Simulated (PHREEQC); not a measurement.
Metal-bearing waste water

Dissolve 1 mmol/kgw CuSO4, 26 mmol/kgw CuCl2, 0.098 mmol/kgw H2SO4 and 1.9 mmol/kgw Na2SO4 at 25 °C and 10 atm. Closed to the air; pH follows from the charge balance.

The numbers come from PHREEQC with the ion-association model, phreeqc.dat.

Each row changes one thing in this solution. This is a speciation only: nothing precipitates in the calculation.

| case | pH | ionic strength (mol/kgw) | Cu+2 (mol/kgw) | SO4-2 (mol/kgw) | CuSO4 (mol/kgw) | NaSO4- (mol/kgw) |
|---|---|---|---|---|---|---|
| as made | 3.81 | 0.0797 | 0.0242 | 0.00163 | 0.00134 | 1.24e-5 |
| Na2SO4 from 0.0019 to 0.00019 mol/kgw | 3.79 | 0.0775 | 0.0249 | 0.000688 | 0.000594 | 5.27e-7 |
| H2SO4 replaced by Al2(SO4)3 at the same molality | 4.47 | 0.0803 | 0.0242 | 0.00171 | 0.00140 | 1.29e-5 |
| 0.0024 mol/kgw Mg(NO3)2 added | 3.81 | 0.0868 | 0.0244 | 0.00159 | 0.00125 | 1.17e-5 |
| CuCl2 left out | 3.82 | 0.00905 | 0.000796 | 0.00273 | 0.000204 | 3.49e-5 |

Some of these states are supersaturated (in Gibbsite (slow to form), for instance).
